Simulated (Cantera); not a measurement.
## Adiabatic ignition

An adiabatic, constant-volume homogeneous reactor starts with H2 : O2 : N2 = 1 : 0.625 : 2.35 (molar parts), equivalence ratio 0.80, at 1050 K and 1.00 bar.

Model: the H2/O2 subset of GRI-Mech 3.0, which has no nitrogen chemistry, integrated in Cantera.

```tsv
t (s)	T (K)	P (bar)	x H2	x O2	x H2O2	x H2O	x OH	x HO2
7.00e-6	1050	1.00	0.252	0.157	1.13e-12	5.55e-10	4.39e-11	1.03e-9
1.95e-5	1050	1.00	0.252	0.157	1.42e-11	8.55e-9	3.06e-10	6.05e-9
5.45e-5	1050	1.00	0.252	0.157	9.64e-10	6.77e-7	1.76e-8	3.11e-7
0.000152	2420	2.13	0.0342	0.0419	5.58e-7	0.209	0.0310	1.64e-5
0.000424	2823	2.42	0.0197	0.0361	9.34e-7	0.242	0.0285	1.56e-5
0.00118	2823	2.42	0.0197	0.0361	9.34e-7	0.242	0.0285	1.56e-5
0.00330	2823	2.42	0.0197	0.0361	9.34e-7	0.242	0.0285	1.56e-5
0.00921	2823	2.42	0.0197	0.0361	9.34e-7	0.242	0.0285	1.56e-5
0.0257	2823	2.42	0.0197	0.0361	9.34e-7	0.242	0.0285	1.56e-5
0.0717	2823	2.42	0.0197	0.0361	9.34e-7	0.242	0.0285	1.56e-5
0.200	2823	2.42	0.0197	0.0361	9.34e-7	0.242	0.0285	1.56e-5
```
x: mole fraction; the columns are a selection and need not sum to one.

The time of steepest temperature rise is 0.138 ms and the temperature at 0.200 s is 2823 K. The equilibrium temperature comes out as 2823 K, the x(H2) at 0.200 s comes out as 0.0197 (gas-phase equilibrium 0.0197) and the x(O2) at 0.200 s is 0.0361 (gas-phase equilibrium 0.0361). The x(H2O2) at 0.200 s is 9.34e-7 (gas-phase equilibrium 9.34e-7).
